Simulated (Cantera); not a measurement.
A freely propagating, adiabatic, planar premixed flame of H2 : O2 : N2 : H2O = 1 : 0.704 : 2.65 : 0.17 (molar parts), equivalence ratio 0.71, unburnt at 700 K and 0.350 bar; mixture-averaged transport, grid criteria slope 0.08 and curve 0.16, no radiation.

Model: the H2/O2 subset of GRI-Mech 3.0, which has no nitrogen chemistry, integrated in Cantera. Burning velocities carry a grid error of a few per cent, more on coarse grids.

Predict: laminar burning velocity; thermal thickness; peak x(HO2); peak x(H); peak x(H2O2); peak x(O).


| Quantity | Result |
|---|---|
| laminar burning velocity | 730 cm/s |
| thermal thickness | 1.90 mm |
| peak x(HO2) | 0.000115 |
| peak x(H) | 0.0469 |
| peak x(H2O2) | 2.99e-6 |
| peak x(O) | 0.0157 |
